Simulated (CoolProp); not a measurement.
Dodecamethylpentasiloxane (MD3M) along the isotherm 620 K: Z from the reference equation and from simpler models built on Tc = 628.0 K, pc = 9.540 bar, ω = 0.730; each cubic takes its own stable root.

The numbers come from the reference Helmholtz-energy equation of state, Thol 2019 in CoolProp.

| p (bar) | phase | reference |
|---|---|---|
| 2.65 | gas | 0.8842 |
| 5.3 | gas | 0.7424 |
| 7.95 | gas | 0.5238 |
| 10.6 | liquid | 0.1782 |
| 13.2 | liquid | 0.2113 |
| 15.9 | liquid | 0.2465 |
| 18.5 | liquid | 0.2804 |
| 21.2 | liquid | 0.3153 |
| 23.8 | liquid | 0.3485 |

### Question
How far does each simpler model (van der Waals, Redlich-Kwong, Soave-Redlich-Kwong, Peng-Robinson) lie from the reference over these 9 states: mean and median of the absolute difference, and the worst?

### Answer
- van der Waals: mean 37.5 %, median 47.4 %, worst +60.7 % at 620 K and 10.6 bar
- Redlich-Kwong: mean 16.6 %, median 18.0 %, worst +31.6 % at 620 K and 10.6 bar
- Soave-Redlich-Kwong: mean 14.3 %, median 16.3 %, worst +26.0 % at 620 K and 10.6 bar
- Peng-Robinson: mean 5.1 %, median 4.3 %, worst +13.2 % at 620 K and 10.6 bar
